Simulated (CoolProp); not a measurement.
Vapour-liquid equilibrium of R1234yf (1) + R152A (2) at 0.0457 MPa; x and y are mole fractions of (1).

The numbers come from the multi-fluid Helmholtz-energy mixture model, Lemmon 2022 and Outcalt 1996; pair parameters Bell 2023 in CoolProp.

```tsv
x	bubble temperature (K)	y at the bubble point	dew temperature at overall composition x (K)	liquid density (mol/L)
0.05	___	0.089	232.0	15.53
0.2	229.9	___	230.6	14.71
0.35	___	0.435	229.4	13.96
0.5	228.0	0.561	___	13.29
0.65	227.5	0.684	227.6	___
0.8	227.2	0.813	227.2	12.13
0.95	227.1	0.952	227.1	11.63
```

Some entries are withheld; supply them.


- 0.05, bubble temperature (K): 231.7
- 0.2, y at the bubble point: 0.288
- 0.35, bubble temperature (K): 228.7
- 0.5, dew temperature at overall composition x (K): 228.3
- 0.65, liquid density (mol/L): 12.68

No azeotrope shows between x = 0.05 and 0.95.

The pair parameters rest on a limited set of measurements; away from them the model extrapolates.
